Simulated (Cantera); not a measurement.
Charge: 1 mol FeS2, 0.19 mol H2S, 2.5 mol O2, at 425 °C and 1 atm.

Cantera equilibrium calculation (NASA polynomials, part measured and part estimated; ideal gas, pure solids and liquids). Candidate condensed phases: Fe, FeO, Fe(OH)2, Fe(OH)3, FeS, FeSO4, FeS2, Fe2O3, Fe2(SO4)3, Fe3O4, H2O, H2SO4, S; 22 gas species. The numbers say what is thermodynamically allowed, not how fast it happens.

Base state: SO2 0.904, H2O 0.0953, H2S 0.000125, S2 8.63e-5, S2O 6.13e-5 (mole fractions); condensed: FeS2(s) + Fe2O3(s).

Question: What changes in the equilibrium state with this change: temperature from 425 °C to 700 °C?

Answer: 
```csv
species,before,after
SO2,0.904,0.888
H2O,0.0953,0.0876
S2,8.63e-5,0.0195
SO,1.07e-8,1.54e-5
H2,9.48e-7,8.32e-5
S2O,6.13e-5,0.00291
H2S,0.000125,0.00214
"FeS2(s), mol",0.194,0
"Fe2O3(s), mol",0.403,0
"FeS(s), mol",0,0.212
"Fe3O4(s), mol",0,0.263
```
FeS: taken at fixed stoichiometry. Gases not in the tables: S3 to S7.
